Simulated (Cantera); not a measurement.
An adiabatic, constant-pressure homogeneous reactor starts with CH4 : H2 : O2 : N2 = 1 : 0.099 : 1.14 : 4.28 (molar parts), at 1325 K and 320000 Pa. Integrator tolerance rtol = 1e-08.

Detailed kinetics in Cantera: GRI-Mech 3.0 (53 species, 325 reactions).

```csv
quantity,before,after
time of steepest temperature rise,2.23 ms,1.12 ms
temperature at 7.00 s,2512 K,2494 K
equilibrium temperature,2512 K,2494 K
x(CH4) at 7.00 s,5.18e-11 (gas-phase equilibrium 5.84e-11),7.65e-11 (gas-phase equilibrium 8.64e-11)
x(H2) at 7.00 s,0.130 (gas-phase equilibrium 0.130),0.144 (gas-phase equilibrium 0.144)
x(O2) at 7.00 s,1.67e-5 (gas-phase equilibrium 1.67e-5),1.13e-5 (gas-phase equilibrium 1.13e-5)
x(HCN) at 7.00 s,1.80e-7 (gas-phase equilibrium 1.80e-7),2.10e-7 (gas-phase equilibrium 2.10e-7)
x(C2H) at 7.00 s,<1e-12 (gas-phase equilibrium <1e-12),<1e-12 (gas-phase equilibrium <1e-12)
```

### Question
Which change was made?
A. constant volume in place of constant pressure
B. H2 0.099 to 0.24 parts
C. O2 1.14 to 0.38 parts
D. pressure from 320000 Pa to 810000 Pa

### Answer
B, H2 0.099 to 0.24 parts
